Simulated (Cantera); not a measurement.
What does this Cantera script print?

```python
import numpy as np
import cantera as ct

gas = ct.Solution("gri30.yaml")
gas.TPX = 1750, 3500, {'NO': 1, 'N2': 1}
reactor = ct.IdealGasConstPressureReactor(gas, energy="off", clone=False)
net = ct.ReactorNet([reactor])
net.rtol, net.atol = 1e-08, 1e-18
show = ['NO', 'N2O', 'NO2', 'O2', 'O']
times = np.geomspace(0.0006, 200, 15)

steps = ct.SolutionArray(gas, extra=["t"])
rows = []
print(f"{'t/s':>10s}{'T/K':>9s}{'P/Pa':>11s}" + "".join(f"{s:>11s}" for s in show))
for t in times:
    while net.time < t:
        t_next = net.step()
        steps.append(gas.state, t=t_next)
    rows.append([np.interp(t, steps.t, y) for y in (steps.T, steps.P, *steps(*show).X.T)])
    print(f"{t:10.3e}{rows[-1][0]:9.1f}{rows[-1][1]:11.4g}" + "".join(f"{x:11.3e}" for x in rows[-1][2:]))
rate = np.gradient(steps.T, steps.t)
print("integrator steps:", len(steps.t))
if steps.T.max() > steps.T[0] + 200:
    print(f"time of steepest temperature rise: {steps.t[rate.argmax()]:.4e} s")
gas.TPX = 1750, 3500, {'NO': 1, 'N2': 1}
gas.equilibrate("TP")
print(f"equilibrium (TP): T = {gas.T:.1f} K  " + "  ".join(f"{s} {gas[s].X[0]:.3e}" for s in show))
```

Output:

```
       t/s      T/K       P/Pa         NO        N2O        NO2         O2          O
 6.000e-04   1750.0       3500  5.000e-01  7.633e-07  1.844e-08  1.522e-09  7.508e-07
 1.488e-03   1750.0       3500  5.000e-01  1.882e-06  1.090e-07  9.239e-09  1.809e-06
 3.691e-03   1750.0       3500  5.000e-01  4.602e-06  6.127e-07  5.666e-08  4.206e-06
 9.154e-03   1750.0       3500  5.000e-01  1.102e-05  3.038e-06  3.779e-07  9.165e-06
 2.270e-02   1750.0       3500  4.999e-01  2.504e-05  1.148e-05  3.151e-06  1.823e-05
 5.631e-02   1750.0       3500  4.998e-01  5.035e-05  2.528e-05  2.610e-05  2.962e-05
 1.397e-01   1750.0       3500  4.996e-01  7.931e-05  3.123e-05  1.289e-04  3.566e-05
 3.464e-01   1750.0       3500  4.990e-01  9.134e-05  3.336e-05  4.291e-04  3.810e-05
 8.592e-01   1750.0       3500  4.974e-01  9.119e-05  3.598e-05  1.194e-03  4.000e-05
 2.131e+00   1750.0       3500  4.936e-01  8.916e-05  4.174e-05  3.096e-03  4.411e-05
 5.285e+00   1750.0       3500  4.841e-01  8.451e-05  5.341e-05  7.819e-03  5.273e-05
 1.311e+01   1750.0       3500  4.609e-01  7.455e-05  7.328e-05  1.940e-02  6.892e-05
 3.251e+01   1750.0       3500  4.070e-01  5.566e-05  9.777e-05  4.636e-02  9.566e-05
 8.064e+01   1750.0       3500  2.993e-01  2.846e-05  1.061e-04  1.001e-01  1.328e-04
 2.000e+02   1750.0       3500  1.486e-01  6.661e-06  7.040e-05  1.755e-01  1.709e-04
integrator steps: 825
equilibrium (TP): T = 1750.0 K  NO 3.712e-03  N2O 3.918e-08  NO2 2.104e-06  O2 2.480e-01  O 2.003e-04
```

Detailed kinetics in Cantera: GRI-Mech 3.0 (53 species, 325 reactions). Radical loss at walls, strong at low pressure, is not modelled.
